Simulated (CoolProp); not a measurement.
Saturation properties of fluoroethane (R161).

The numbers come from the reference Helmholtz-energy equation of state, Wu 2012 in CoolProp.

```csv
T (K),p (MPa),enthalpy of vaporisation (kJ/kg),vapour Z
298.1,0.9232,340.0,0.8351
307.7,1.190,322.5,0.8030
317.3,1.509,303.3,0.7670
326.9,1.887,282.0,0.7264
336.6,2.336,257.8,0.6798
346.2,2.855,230.0,0.6265
355.8,3.458,196.3,0.5627
365.4,4.160,150.7,0.4798
```

It boils at 235.6 K under 1 atm.
